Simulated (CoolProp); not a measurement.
Vapour-liquid equilibrium of benzene (1) + n-dodecane (2) at 232.55 °C; x and y are mole fractions of (1).

Model: multi-fluid Helmholtz-energy mixture model, Thol 2012 and Lemmon 2004; pair parameters Bell 2016, in CoolProp.

```csv
x,"bubble pressure, mixture model (kPa)","bubble pressure, Raoult's law (kPa)","y, mixture model","y, Raoult's law"
0.05,210.9,257.1,0.313,0.457
0.125,321.0,422.2,0.565,0.695
0.2,445.1,587.4,0.701,0.800
0.275,580.3,752.5,0.782,0.858
0.35,724.2,917.7,0.835,0.896
0.425,875.4,1083,0.873,0.922
0.5,1033,1248,0.900,0.941
0.575,1198,1413,0.922,0.956
0.65,1372,1578,0.940,0.967
0.725,1555,1743,0.955,0.977
0.8,1751,1909,0.968,0.985
0.875,1962,2074,0.981,0.991
0.95,2189,2239,0.992,0.997
```

The largest gap from Raoult's law is -24.2 % in bubble pressure, at x = 0.2. No azeotrope shows between x = 0.05 and 0.95.

Pair parameters are fitted to limited data, so mixtures are less certain than the pure fluids.
